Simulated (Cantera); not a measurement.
Input (Python, Cantera):

```python
import numpy as np
import cantera as ct

gas = ct.Solution("gri30.yaml")
gas.TPX = 800, 1100000, {'CO': 1, 'H2': 0.16, 'O2': 1.14, 'N2': 3.75, 'CO2': 0.018}
inlet = ct.Reservoir(gas, clone=True)
gas.equilibrate("HP")  # start burning
reactor = ct.IdealGasConstPressureReactor(gas, energy="on", clone=False)
exhaust = ct.Reservoir(gas, clone=True)
tau = [0.32, 0.12, 0.042, 0.015, 0.0054, 0.0019, 0.0007, 0.00025, 9.1e-05, 3.3e-05][0]
for a, b in ((inlet, reactor), (reactor, exhaust)):
    ct.MassFlowController(a, b, mdot=lambda t: reactor.mass / tau)
net = ct.ReactorNet([reactor])
show = ['CO', 'H2', 'O2', 'OH', 'N2O', 'H2O2']

rows = []
print(f"{'tau/s':>10s}{'T/K':>9s}" + "".join(f"{s:>11s}" for s in show))
for tau in [0.32, 0.12, 0.042, 0.015, 0.0054, 0.0019, 0.0007, 0.00025, 9.1e-05, 3.3e-05]:
    net.initial_time = 0.0
    net.advance(30 * tau)
    before = gas.X
    net.advance(40 * tau)
    drift = np.max(np.abs(gas.X - before) / (gas.X + 1e-9))
    rows.append([gas.T, *gas[show].X, drift])
    print(f"{tau:10.3e}{gas.T:9.1f}" + "".join(f"{x:11.3e}" for x in gas[show].X))
```

It prints:

```
     tau/s      T/K         CO         H2         O2         OH        N2O       H2O2
 3.200e-01   2252.3  1.546e-03  4.354e-05  9.809e-02  1.488e-03  1.540e-06  1.153e-07
 1.200e-01   2254.3  1.600e-03  4.466e-05  9.868e-02  1.510e-03  1.555e-06  1.166e-07
 4.200e-02   2257.6  1.740e-03  4.749e-05  9.975e-02  1.559e-03  1.602e-06  1.193e-07
 1.500e-02   2259.4  2.063e-03  5.390e-05  1.009e-01  1.647e-03  1.730e-06  1.235e-07
 5.400e-03   2255.9  2.815e-03  6.882e-05  1.018e-01  1.814e-03  2.044e-06  1.315e-07
 1.900e-03   2242.5  4.560e-03  1.039e-04  1.028e-01  2.143e-03  2.738e-06  1.519e-07
 7.000e-04   2214.5  7.920e-03  1.719e-04  1.040e-01  2.639e-03  3.768e-06  1.965e-07
 2.500e-04   2161.8  1.421e-02  2.959e-04  1.063e-01  3.247e-03  4.680e-06  2.857e-07
 9.100e-05   2073.7  2.486e-02  4.880e-04  1.103e-01  3.711e-03  4.821e-06  4.469e-07
 3.300e-05   1918.6  4.460e-02  7.778e-04  1.186e-01  3.546e-03  4.271e-06  8.067e-07
```

Model: GRI-Mech 3.0 (53 species, 325 reactions), integrated in Cantera. The hydrogen kinetics of GRI-Mech 3.0 are dated; newer H2 mechanisms differ, most at raised pressure.
